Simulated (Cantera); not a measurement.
An isothermal, constant-pressure homogeneous reactor starts with 78.7 % N2O, 21.3 % H2O, at 1100 K and 101000 Pa.

Detailed kinetics in Cantera: GRI-Mech 3.0 (53 species, 325 reactions). GRI-Mech 3.0 was tuned for natural gas; its chemistry of N2O as a main component is partial and can be far from experiment. The mechanism lacks the step 2 NO + O2 → 2 NO2, which can matter for NO2 below about 1400 K. The temperature is held fixed by assumption; the heat of reaction is taken as removed at once.

Task: Predict: x(N2O) at 20.0 s; x(H2O) at 20.0 s; x(NO2) at 20.0 s; x(HO2) at 20.0 s.

Result: 
```
Property                                            Result
----------------  ----------------------------------------
x(N2O) at 20.0 s    0.0763 (gas-phase equilibrium 5.37e-9)
x(H2O) at 20.0 s       0.158 (gas-phase equilibrium 0.153)
x(NO2) at 20.0 s  0.000599 (gas-phase equilibrium 2.79e-6)
x(HO2) at 20.0 s   5.13e-8 (gas-phase equilibrium 6.17e-9)
```
